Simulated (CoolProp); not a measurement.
Vapour-liquid equilibrium of R143a (1) + propane (2) at 287.8 K; x and y are mole fractions of (1).

Values from CoolProp's multi-fluid Helmholtz-energy mixture model, Lemmon and Jacobsen 2000 and Lemmon 2009; pair parameters Bell 2016.

Problem. Give the bubble pressure and the first vapour's composition at x = 0.35, 0.65, 0.95. Is there an azeotrope?

Solution. x = 0.35: 1074 kPa, y = 0.461; x = 0.65: 1119 kPa, y = 0.634; x = 0.95: 1001 kPa, y = 0.918. y crosses x between x = 0.5 and 0.65: the model has an azeotrope there.

Pair parameters are fitted to limited data, so mixtures are less certain than the pure fluids.
